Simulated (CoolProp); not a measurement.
C3F8 (R218) along the isotherm 440 K: fugacity coefficient from the reference equation and from simpler models built on Tc = 345.0 K, pc = 26.40 bar, ω = 0.317; each cubic takes its own stable root.

Values from CoolProp's reference Helmholtz-energy equation of state, Lemmon 2006. It is a short technical equation, of lower accuracy than the large ones.

| p (bar) | phase | reference |
|---|---|---|
| 0.417 | gas | 0.9979 |
| 0.704 | gas | 0.9965 |
| 1.19 | gas | 0.9940 |
| 2.01 | gas | 0.9899 |
| 3.39 | gas | 0.9830 |
| 5.71 | gas | 0.9714 |
| 9.64 | gas | 0.9520 |
| 16.3 | gas | 0.9197 |
| 27.5 | supercritical | 0.8670 |
| 46.4 | supercritical | 0.7846 |
| 78.2 | supercritical | 0.6759 |
| 132 | supercritical | 0.5828 |

Question: How far does each simpler model (van der Waals, Soave-Redlich-Kwong) lie from the reference over these 12 states: mean and median of the absolute difference, and the worst?

Answer: 
- van der Waals: mean 3.1 %, median 0.9 %, worst -11.1 % at 440 K and 78.2 bar
- Soave-Redlich-Kwong: mean 1.0 %, median 0.0 %, worst +6.7 % at 440 K and 132 bar
